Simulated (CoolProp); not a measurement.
Saturated liquid density (kg/m³) of p-xylene: the reference equation beside estimates from Tc = 343.0 °C, pc = 35.32 bar, ω = 0.324. Rackett uses Z = 0.29056 − 0.08775 ω.

Values from CoolProp's reference Helmholtz-energy equation of state, Zhou 2012.

```tsv
T (°C)	reference	Rackett	Redlich-Kwong	Soave-Redlich-Kwong
106.15	784.0	773.4	655.7	683.6
128.95	762.3	751.2	634.8	664.7
151.85	739.4	728.0	612.1	643.7
174.65	715.4	703.5	587.8	620.6
197.55	689.7	677.4	561.2	594.8
220.35	662.0	649.5	532.2	565.9
243.25	631.5	618.8	500.0	532.9
266.05	597.1	584.6	463.8	494.8
288.95	556.3	544.5	421.7	449.3
```

Absolute difference from the reference over all 9 rows, mean and median: Rackett 1.8 and 1.8 %, Redlich-Kwong 19.3 and 18.6 %, Soave-Redlich-Kwong 14.7 and 13.8 %.
